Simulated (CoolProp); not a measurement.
Dodecamethylpentasiloxane (MD3M) along the isobar 56.4 bar: fugacity coefficient from the reference equation and from simpler models built on Tc = 628.0 K, pc = 9.540 bar, ω = 0.730; each cubic takes its own stable root.

Values from CoolProp's reference Helmholtz-energy equation of state, Thol 2019.

```json
[
 {"T (K)": "519.1", "phase": "liquid", "reference": "0.04767"},
 {"T (K)": "531.7", "phase": "liquid", "reference": "0.05994"},
 {"T (K)": "544.3", "phase": "liquid", "reference": "0.07412"},
 {"T (K)": "556.9", "phase": "liquid", "reference": "0.09026"},
 {"T (K)": "569.5", "phase": "liquid", "reference": "0.1084"},
 {"T (K)": "582.2", "phase": "liquid", "reference": "0.1286"},
 {"T (K)": "594.8", "phase": "liquid", "reference": "0.1505"},
 {"T (K)": "607.4", "phase": "liquid", "reference": "0.1742"},
 {"T (K)": "620", "phase": "liquid", "reference": "0.1995"}
]
```

Q: How far does each simpler model (van der Waals, Soave-Redlich-Kwong, Peng-Robinson) lie from the reference over these 9 states: mean and median of the absolute difference, and the worst?

A: 
- van der Waals: mean 146.6 %, median 127.0 %, worst +297.7 % at 519.1 K and 56.4 bar
- Soave-Redlich-Kwong: mean 12.9 %, median 12.9 %, worst +14.2 % at 620 K and 56.4 bar
- Peng-Robinson: mean 1.4 %, median 1.3 %, worst +1.9 % at 620 K and 56.4 bar
